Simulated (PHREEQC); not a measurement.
1 kg of water holding 0.21 mol/kgw Na2CO3, 0.12 mol/kgw NaCl, 0.1 mol/kgw Na2SO4, 0.00064 mol/kgw Na2B4O7 and 0.099 mol/kgw KCl is evaporated at 25 °C; the solids stay in contact with the brine. CO2 is held at log p = -3.4 (atm). Only these solids could form: Arcanite, Burkeite, Glaserite, Halite, Kalicinite, Mirabilite, Misenite, Nahcolite, Natron, Sylvite, Thenardite, Trona, Borax, Boric_acid,s, KB5O8:4H2O, K2B4O7:4H2O, NaBO2:4H2O, NaB5O8:5H2O, Teepleite.

The numbers come from PHREEQC with the Pitzer model, pitzer.dat.

Question: Predict ionic strength, water activity at water left (kg) = 0.3746, 0.3079, 0.2079, 0.0475, 0.02396.

Answer: 
| water left (kg) | ionic strength | water activity |
|---|---|---|
| 0.3746 | 3.00 | 0.950 |
| 0.3079 | 3.65 | 0.939 |
| 0.2079 | 5.43 | 0.908 |
| 0.0475 | 9.71 | 0.736 |
| 0.02396 | 9.54 | 0.718 |
